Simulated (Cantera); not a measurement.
Feed: 1 mol PbO, 1.2 mol O2, 0.81 mol H2, at 82.5 Torr.

These are equilibrium values from Cantera (NASA tables, ideal gas, pure condensed phases), not measurements of a reactor. Candidate condensed phases: H2O, Pb, PbO, PbO2, Pb3O4; 12 gas species. Rates play no part. All values below are at 627 °C.

Base state: H2O 0.505, O2 0.495 (mole fractions); condensed: PbO(yellow).

Problem. What changes in the equilibrium state with this change: PbO replaced by Hg?

Solution. 
| species | before | after |
|---|---|---|
| Hg | 0 | 0.384 |
| H2O | 0.505 | 0.311 |
| O2 | 0.495 | 0.305 |
| PbO(yellow), mol | 1.00 | 0 |
Further candidate phases: Hg, HgO.
